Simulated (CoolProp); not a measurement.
Vapour-liquid equilibrium of acetone (1) + p-xylene (2) at 188.95 °C; x and y are mole fractions of (1).

Model: multi-fluid Helmholtz-energy mixture model, Lemmon 2006 and Zhou 2012; pair parameters Bell 2016, in CoolProp.

```csv
x,"bubble pressure, mixture model (MPa)","bubble pressure, Raoult's law (MPa)","y, mixture model","y, Raoult's law"
0.05,0.4566,0.4299,0.280,0.268
0.125,0.6284,0.5779,0.488,0.498
0.2,0.7846,0.7259,0.602,0.635
0.275,0.9292,0.8738,0.676,0.725
0.35,1.066,1.022,0.730,0.789
0.425,1.197,1.170,0.772,0.837
0.5,1.326,1.318,0.807,0.874
0.575,1.456,1.466,0.839,0.904
0.65,1.588,1.614,0.868,0.928
0.725,1.725,1.762,0.896,0.948
0.8,1.870,1.910,0.924,0.965
0.875,2.023,2.058,0.951,0.980
0.95,2.187,2.206,0.980,0.992
```

The largest gap from Raoult's law is +8.7 % in bubble pressure, at x = 0.125. No azeotrope shows between x = 0.05 and 0.95.

The pair parameters rest on a limited set of measurements; away from them the model extrapolates. The gap from Raoult's law changes sign with composition, which may be real or a fault of the pair parameters; it wasn't checked against measurements.
